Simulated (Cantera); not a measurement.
A closed system holds: 1 mol Al, 0.0028 mol O2, 30 mol H2, held at 29.0 Pa.

Equilibrium computed with Cantera from the NASA thermochemical tables; the gas is ideal and each condensed phase is pure. Candidate condensed phases: Al, Al2O3, H2O; 19 gas species. Mutual solubility and eutectic melting of coexisting phases are not modelled. Rates play no part.

**Question.** What share of the Al ends up in condensed phases as a function of T (K), at 773, 848, 923, 998, 1073, 1148, 1223, 1298, 1373, 1448, 1523?

**Answer.** 
| T (K) | Al condensed (%) | as |
|---|---|---|
| 773 | 100.0 | Al(s) + Al2O3(s) |
| 848 | 100.0 | Al(s) + Al2O3(s) |
| 923 | 100.0 | Al(s) + Al2O3(s) |
| 998 | 100.0 | Al(l) + Al2O3(s) |
| 1073 | 100.0 | Al(l) + Al2O3(s) |
| 1148 | 99.9 | Al(l) + Al2O3(s) |
| 1223 | 99.3 | Al(l) + Al2O3(s) |
| 1298 | 95.8 | Al(l) |
| 1373 | 84.5 | Al(l) |
| 1448 | 40.1 | Al(l) |
| 1523 | 0.0 | - |
